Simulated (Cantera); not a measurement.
Feed: 1 mol Si2H6, 2.7 mol N2O, 3.2 mol H2, 0.052 mol HF, equilibrated at 8.80 mbar.

Cantera equilibrium calculation (NASA polynomials, part measured and part estimated; ideal gas, pure solids and liquids). Candidate condensed phases: H2O, Si, SiO2, Si2N2O, Si3N4; 58 gas species. The feed counts by its element totals alone. Mutual solubility and eutectic melting of coexisting phases are not modelled. The tables hold silica as quartz up to 1696 K and as liquid above; real silica turns to tridymite and cristobalite and melts near 1996 K. Rates play no part.

Q: Which condensed phases are stable at each of these points (T (°C)): 1075, 1125, 1175, 1225, 1275, 1325, 1375, 1425, 1475, 1525, 1575, 1625, 1675, 1725?

A: 
```tsv
T (°C)	condensed phases	Si condensed (%)
1075	SiO2(β-quartz) + Si2N2O(s)	99.9
1125	SiO2(β-quartz) + Si2N2O(s)	99.9
1175	SiO2(β-quartz) + Si2N2O(s)	99.7
1225	SiO2(β-quartz) + Si2N2O(s)	99.2
1275	SiO2(β-quartz) + Si2N2O(s)	97.1
1325	SiO2(β-quartz) + Si2N2O(s)	90.1
1375	SiO2(β-quartz) + Si2N2O(s)	67.1
1425	SiO2(condensed)	35.0
1475	SiO2(condensed)	34.8
1525	SiO2(condensed)	34.4
1575	SiO2(condensed)	33.5
1625	SiO2(condensed)	31.5
1675	SiO2(condensed)	27.3
1725	SiO2(l)	19.7
```

From 1075 °C to 1375 °C the condensed part is SiO2(β-quartz) + Si2N2O(s). From 1425 °C to 1675 °C the condensed part is SiO2(condensed). At 1725 °C the condensed part is SiO2(l).
